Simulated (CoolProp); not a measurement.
Vapour-liquid equilibrium of R125 (1) + R227EA (2) at 301.9 K; x and y are mole fractions of (1).

The numbers come from the multi-fluid Helmholtz-energy mixture model, Lemmon 2005 and Lemmon 2016; pair parameters Bell 2016 in CoolProp.

| x | bubble pressure (bar) | y at the bubble point | dew pressure at overall composition x (bar) | liquid density (mol/L) |
|---|---|---|---|---|
| 0.05 | 5.529 | 0.112 | 5.279 | 8.147 |
| 0.125 | 6.200 | 0.254 | (withheld) | 8.267 |
| 0.2 | 6.887 | 0.372 | 5.926 | 8.389 |
| 0.275 | 7.589 | 0.472 | 6.311 | 8.512 |
| 0.35 | 8.305 | 0.557 | 6.746 | 8.636 |
| 0.425 | 9.035 | 0.631 | 7.242 | 8.761 |
| 0.5 | 9.779 | 0.696 | 7.812 | (withheld) |
| 0.575 | 10.54 | 0.753 | 8.472 | 9.014 |
| 0.65 | 11.31 | 0.805 | 9.243 | 9.140 |
| 0.725 | 12.10 | 0.853 | 10.15 | 9.267 |
| 0.8 | 12.91 | 0.896 | 11.23 | 9.392 |
| 0.875 | 13.74 | 0.937 | 12.51 | (withheld) |
| 0.95 | 14.60 | (withheld) | 14.03 | 9.638 |

Q: Some entries are withheld; supply them.

A: 
- 0.125, dew pressure at overall composition x (bar): 5.585
- 0.5, liquid density (mol/L): 8.887
- 0.875, liquid density (mol/L): 9.516
- 0.95, y at the bubble point: 0.975

No azeotrope shows between x = 0.05 and 0.95.

The pair parameters rest on a limited set of measurements; away from them the model extrapolates.
